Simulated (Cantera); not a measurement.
Charge: 1 mol Ti(OiPr)4, 3.2 mol CH4, 22 mol H2, at 1223.15 K and 0.680 bar.

These are equilibrium values from Cantera (NASA tables, ideal gas, pure condensed phases), not measurements of a reactor. Candidate condensed phases: C, C6H6, C7H8, C8H18, H2O, Ti, TiC, TiO, TiO2, Ti2O3, Ti3O5, Ti4O7; 113 gas species. The feed counts by its element totals alone. Condensed phases not in the tables: Magnéli phases beyond Ti4O7. Equilibrium is a limit: real reactors are often held back by kinetics, nucleation or transport.

Base state: H2 0.941, CO 0.0501, CH4 0.00802, H2O 0.000644, CO2 2.35e-5 (mole fractions); condensed: C(graphite) + Ti4O7(s).

Task: What changes in the equilibrium state with this change: pressure from 0.680 bar to 2.40 mbar?

Result: 
```
species             before    after
----------------  --------  -------
H2                   0.941    0.914
CO                  0.0501   0.0862
CH4                0.00802  2.67e-5
H2O               0.000644  3.79e-6
CO2                2.35e-5  2.45e-7
C(graphite), mol      12.6     10.2
Ti4O7(s), mol        0.250        0
TiC(s), mol              0     1.00
```
TiC: taken at fixed stoichiometry.

Task: What changes in the equilibrium state with this change: temperature from 1223.15 K to 1050 K?

Result: 
```
species              before     after
-----------------  --------  --------
H2                    0.941     0.921
CO                   0.0501    0.0415
CH4                 0.00802    0.0330
CO2                 2.35e-5  0.000251
H2O                0.000644   0.00472
C(graphite), mol       12.6      12.0
Ti4O7(s), mol         0.250         0
TiO2(rutile), mol         0      1.00
```
